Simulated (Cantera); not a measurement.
A Cantera script and what it prints.

```python
import numpy as np
import cantera as ct

gas_names = """
    CL CL2 H HCL H2 Si SiCL SiCL2 SiCL3 SiCL4 SiH SiHCL3 SiH2 SiH2CL2 SiH3 SiH3CL SiH4 Si2 Si3
""".split()
cond_names = """
    Si(cr) Si(L)
""".split()


# ... load() reads the species with a 1 bar reference pressure and builds the phases ...
atoms = {
    'SiCl4': {'Si': 1, 'CL': 4},
    'Cl2': {'CL': 2},
    'H2': {'H': 2},
}
top_T = {}  # K; cautious upper limits of use, not melting points


# ... equilibrate(T, P, feed) seeds the gas with the atoms and calls Mixture.equilibrate('TP', solver="vcs", rtol=1e-11, max_steps=5000) ...
results = []
feed = {'SiCl4': 1, 'Cl2': 0.64, 'H2': 0.21}  # mol
P = 13332.2  # Pa
for T in [798, 873, 948, 1023, 1098, 1173, 1248, 1323, 1398, 1473, 1548, 1623, 1698]:
    mix = equilibrate(T, P, feed)
    results.append((T, P, feed, dict(zip(mix.species_names, mix.species_moles))))

top = {s: max(r[3][s] / sum(r[3][g] for g in gas_names) for r in results) for s in gas_names}
cols = sorted((s for s in top if top[s] > 0.0001), key=lambda s: -top[s])[:8]
seen = [c for c in cond_names if any(r[3].get(c, 0) > 1e-12 for r in results)]
print("log10 of partial pressures in bar; condensed amounts in mol")
print(f"{'T/K':>10s}" + "".join(f"{s[:9]:>10s}" for s in cols + seen))
for T, P, feed, n in results:
    ng = sum(n[g] for g in gas_names)
    print(f"{T:10.4g}" + "".join(f"{np.log10(max(n[s] / ng * P / 1e5, 1e-99)):10.3f}" for s in cols)
          + "".join(f"{n.get(c, 0):10.4g}" for c in seen))
```

Output:

```
log10 of partial pressures in bar; condensed amounts in mol
       T/K     SiCL4       CL2       HCL        CL     SiCL3
       798    -1.142    -1.509    -1.519    -5.804   -13.129
       873    -1.142    -1.509    -1.519    -5.108   -11.611
       948    -1.142    -1.509    -1.519    -4.521   -10.335
      1023    -1.142    -1.510    -1.519    -4.019    -9.248
      1098    -1.143    -1.511    -1.519    -3.586    -8.310
      1173    -1.143    -1.514    -1.520    -3.208    -7.493
      1248    -1.144    -1.520    -1.521    -2.876    -6.774
      1323    -1.147    -1.532    -1.523    -2.585    -6.136
      1398    -1.150    -1.551    -1.527    -2.329    -5.564
      1473    -1.155    -1.582    -1.532    -2.105    -5.047
      1548    -1.163    -1.630    -1.539    -1.912    -4.574
      1623    -1.173    -1.698    -1.549    -1.750    -4.135
      1698    -1.185    -1.791    -1.561    -1.617    -3.724
```

Cantera equilibrium calculation (NASA polynomials, part measured and part estimated; ideal gas, pure solids and liquids). The tables' values for SiCl3 are old estimates; treat these amounts as uncertain.
